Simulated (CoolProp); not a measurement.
Vapour-liquid equilibrium of dimethyl ether (1) + methanol (2) at 16.2 kPa; x and y are mole fractions of (1).

Values from CoolProp's multi-fluid Helmholtz-energy mixture model, Wu 2011 and de Reuck 1993; pair parameters Bell 2016.

```csv
x,"bubble temperature, mixture model (K)","bubble temperature, Raoult's law (K)","y, mixture model","y, Raoult's law"
0.05,253.2,271.7,0.938,0.783
0.2,227.8,242.8,0.993,0.977
0.35,221.4,231.6,0.996,0.993
0.5,218.7,225.0,0.997,0.997
0.65,217.2,220.3,0.997,0.999
0.8,215.7,216.8,0.998,0.999
0.95,213.9,213.9,0.999,1.000
```

The largest gap from Raoult's law is -18.5 K in bubble temperature, at x = 0.05. No azeotrope shows between x = 0.05 and 0.95.

The pair parameters rest on a limited set of measurements; away from them the model extrapolates. With so large a gap from Raoult's law the liquid may split in two, which this calculation doesn't test in full.
